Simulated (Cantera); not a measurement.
Feed: 1 mol Si, a varied amount of HCl, 16 mol H₂, held at 527 °C and 1.40 bar.

These are equilibrium values from Cantera (NASA tables, ideal gas, pure condensed phases), not measurements of a reactor. Candidate condensed phases: Si; 19 gas species. The tables' values for SiCl₃ are old estimates; treat these amounts as uncertain. The numbers say what is thermodynamically allowed, not how fast it happens.

x: gas mole fraction; n: condensed amount in mol.

```tsv
n(HCl) (mol)	x H₂	x HCl	x SiCl₄	x SiHCl₃	x SiH₂Cl₂	x SiH₃Cl	n Si(s)
0.55	0.989	0.000573	0.00363	0.00567	0.000715	2.08e-5	0.835
0.68	0.987	0.000609	0.00465	0.00681	0.000806	2.20e-5	0.798
0.83	0.985	0.000644	(withheld)	(withheld)	(withheld)	2.32e-5	0.754
1	0.982	0.000677	0.00721	0.00944	0.000999	2.44e-5	0.705
1.3	0.977	0.000727	0.00965	0.0117	0.00115	2.60e-5	0.618
1.5	0.974	0.000755	0.0113	0.0132	0.00124	2.69e-5	0.561
1.9	0.967	0.000802	0.0146	0.0159	0.00140	2.84e-5	0.447
2.3	0.961	0.000841	0.0178	0.0184	0.00154	2.96e-5	0.334
2.9	0.953	0.000888	(withheld)	(withheld)	0.00172	3.10e-5	(withheld)
3.5	0.945	0.000973	0.0278	0.0244	0.00173	2.83e-5	0
4.4	0.926	0.0225	0.0497	0.00185	5.57e-6	3.86e-9	0
5.4	0.882	0.0692	0.0485	0.000558	5.20e-7	1.12e-10	0
```

**Question.** Some entries are withheld; supply them.

**Answer.** 
- 2.9, x SiCl₄: 0.0226
- 2.9, x SiHCl₃: 0.0219
- 2.9, n Si(s): 0.164
- 0.83, x SiCl₄: 0.00584
- 0.83, x SiHCl₃: 0.00807
- 0.83, x SiH₂Cl₂: 0.000902
